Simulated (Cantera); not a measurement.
Ignition delay

Mixture: H₂ : O₂ : N₂ = 1 : 1.14 : 4.27 (molar parts), at 130000 Pa, adiabatic and at constant volume. Ignition delay is the time to a rise of 400 K.

Cantera simulation using GRI-Mech 3.0 (53 species, 325 reactions); the numbers are that mechanism's predictions, not measurements. Where the delays flatten at high temperature, the 400 K rule measures the pace of heat release, not the induction time.

| T0 (K) | delay (ms) |
|---|---|
| 975 | 4.00 |
| 1050 | 0.131 |
| 1125 | 0.0621 |
| 1200 | 0.0386 |
| 1275 | 0.0272 |
| 1350 | 0.0208 |
| 1425 | 0.0171 |
| 1500 | 0.0150 |
